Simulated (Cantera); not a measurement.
# Equilibrium for oxide etching and cleaning by halides: CaO + HF + N2

Charge: 1 mol CaO, 2.3 mol HF, a varied amount of N2, at 1875 K and 10.0 mbar.

Equilibrium computed with Cantera from the NASA thermochemical tables; the gas is ideal and each condensed phase is pure. Candidate condensed phases: Ca, CaF2, CaO, Ca(OH)2, H2O; 47 gas species. Mutual solubility and eutectic melting of coexisting phases are not modelled. The numbers say what is thermodynamically allowed, not how fast it happens.

| n(N2) (mol) | x N2 | x HF | x H2O | x CaF2 | x H2 | x O2 | x OH | x H | n CaF2(l) | n CaO(s) |
|---|---|---|---|---|---|---|---|---|---|---|
| 0.84 | 0.290 | 0.443 | 0.170 | 0.0882 | 0.00431 | 0.00174 | 0.00133 | 0.000430 | 0.253 | 0.492 |
| 1.4 | 0.394 | 0.384 | 0.128 | 0.0882 | 0.00357 | 0.00142 | 0.00109 | 0.000392 | 0.155 | 0.531 |
| 2.4 | 0.510 | 0.312 | 0.0847 | 0.0880 | 0.00274 | 0.00106 | 0.000828 | 0.000343 | 0 | 0.585 |
| 4.2 | 0.645 | 0.226 | 0.0611 | 0.0638 | 0.00222 | 0.000841 | 0.000663 | 0.000309 | 0 | 0.585 |
| 7.1 | 0.754 | 0.156 | 0.0421 | 0.0442 | 0.00175 | 0.000645 | 0.000515 | 0.000274 | 0 | 0.584 |
| 12 | 0.838 | 0.102 | 0.0275 | 0.0291 | 0.00133 | 0.000477 | 0.000386 | 0.000239 | 0 | 0.582 |
| 20 | 0.896 | 0.0655 | 0.0175 | 0.0187 | 0.000993 | 0.000346 | 0.000284 | 0.000207 | 0 | 0.581 |
| 35 | 0.938 | 0.0391 | 0.0104 | 0.0113 | 0.000709 | 0.000237 | 0.000199 | 0.000175 | 0 | 0.579 |
x: gas mole fraction; n: condensed amount in mol.

From 0.84 mol N2 to 1.4 mol N2 the condensed part is CaF2(l) + CaO(s). From 2.4 mol N2 to 35 mol N2 the condensed part is CaO(s). The main Ca-bearing gas is CaF2 throughout. The share of Ca in condensed phases is highest at 0.84 mol N2 (74.4 %) and lowest at 35 mol N2 (57.9 %).
